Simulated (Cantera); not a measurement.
Cu2O + H2 + N2 (hydrogen reduction and annealing atmospheres)

Feed: 1 mol Cu2O, 0.7 mol H2, 3.5 mol N2, held at 2075 K and 58000 Pa.

These are equilibrium values from Cantera (NASA tables, ideal gas, pure condensed phases), not measurements of a reactor. Candidate condensed phases: Cu, CuO, Cu(OH)2, Cu2O, H2O; 27 gas species. Kinetics and transport are ignored.

```
Item            Value
----------  ---------
x(N2)           0.790
x(H2O)          0.156
x(O2)          0.0315
x(Cu)          0.0145
x(NO)         0.00363
x(OH)         0.00260
x(H2)        0.000576
x(O)         0.000272
x(CuO)       0.000196
n(Cu(l))     1.93 mol
gas amount  4.420 mol
```
